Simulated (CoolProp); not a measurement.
Properties of dimethyl carbonate along the isotherm 532.8 K.

Computed with CoolProp (reference Helmholtz-energy equation of state, Zhou 2011).

```csv
p (MPa),phase,density (kg/m³),cv (kJ/(kg K))
0.92,gas,(withheld),1.664
1.84,gas,45.08,1.686
2.76,gas,78.49,(withheld)
3.68,liquid,638.9,1.778
4.6,liquid,655.8,1.771
5.52,liquid,(withheld),(withheld)
6.44,liquid,680.1,1.764
7.36,liquid,689.7,(withheld)
```

Task: Complete the blanks.

Result: 
- 0.92, density (kg/m³): 20.31
- 2.76, cv (kJ/(kg K)): 1.721
- 5.52, density (kg/m³): 669.1
- 5.52, cv (kJ/(kg K)): 1.767
- 7.36, cv (kJ/(kg K)): 1.762
